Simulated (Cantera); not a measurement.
A closed system holds: 1 mol TEOS, 1.8 mol N₂O, 3.9 mol H₂, equilibrated at 827 °C and 1000 Pa.

Equilibrium computed with Cantera from the NASA thermochemical tables; the gas is ideal and each condensed phase is pure. Candidate condensed phases: C, C₆H₆, C₇H₈, C₈H₁₈, H₂O, Si, SiC, SiO₂, Si₂N₂O, Si₃N₄; 151 gas species. The feed counts by its element totals alone. Kinetics and transport are ignored.

Base state: H₂ 0.713, CO 0.195, N₂ 0.0923, CH₄ 0.000182, H₂O 0.000124, CO₂ 3.35e-5 (mole fractions); condensed: C(graphite) + SiO₂(β-quartz).

**Question.** What changes in the equilibrium state with this change: pressure from 1000 Pa to 26000 Pa?

**Answer.** 
```csv
species,before,after
H₂,0.713,0.707
CO,0.195,0.192
N₂,0.0923,0.0931
CH₄,0.000182,0.00466
H₂O,0.000124,0.00315
NH₃,5.81e-7,1.50e-5
CO₂,3.35e-5,0.000844
"C(graphite), mol",4.20,4.19
"SiO₂(β-quartz), mol",1.00,1.00
```
